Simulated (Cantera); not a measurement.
Equilibrium for abatement and gas-phase synthesis: CS₂ + H₂ + O₂

A closed system holds: 1 mol CS₂, 1.1 mol H₂, a varied amount of O₂, at 2900 K and 0.240 bar.

Equilibrium computed with Cantera from the NASA thermochemical tables; the gas is ideal and each condensed phase is pure. Candidate condensed phases: C, C₆H₆, C₇H₈, C₈H₁₈, H₂O, H₂SO₄, S; 123 gas species. Rates play no part.

```tsv
n(O₂) (mol)	log p O₂	log p SO₂	log p CO	log p H₂	log p SO	log p S₂	log p S	log p H₂O	log p H	log p O	log p CO₂	log p OH	log p CS	log p SH
0.38	-11.90	-9.91	-1.27	-1.25	-5.35	-1.44	-1.45	-5.70	-1.56	-7.05	-6.58	-6.53	-1.82	-1.90
0.57	-5.71	-3.71	-1.18	-1.30	-2.24	-1.42	-1.44	-2.65	-1.59	-3.95	-3.39	-3.46	-4.82	-1.91
0.86	-4.33	-2.39	-1.21	-1.37	-1.61	-1.55	-1.50	-2.04	-1.63	-3.26	-2.73	-2.80	-5.60	-2.01
1.3	-3.64	-1.82	-1.25	-1.47	-1.39	-1.79	-1.62	-1.79	-1.67	-2.92	-2.42	-2.51	-6.10	-2.18
2	-2.95	-1.41	-1.31	-1.63	-1.32	-2.33	-1.89	-1.60	-1.75	-2.58	-2.14	-2.24	-6.78	-2.53
3	-2.02	-1.15	-1.44	-1.96	-1.53	-3.70	-2.58	-1.47	-1.92	-2.11	-1.81	-1.94	-8.07	-3.38
4.5	-1.33	-1.17	-1.69	-2.38	-1.90	-5.11	-3.28	-1.55	-2.13	-1.76	-1.71	-1.81	-9.36	-4.29
6.9	-1.04	-1.31	-1.92	-2.70	-2.17	-5.94	-3.70	-1.72	-2.29	-1.62	-1.79	-1.83	-10.15	-4.87
```
log p: log10 of the partial pressure in bar; nothing condenses.

From 0.38 mol O₂ to 6.9 mol O₂ nothing is condensed. The main C-bearing gas is CO at 0.38 mol O₂ and CO₂ at 6.9 mol O₂.
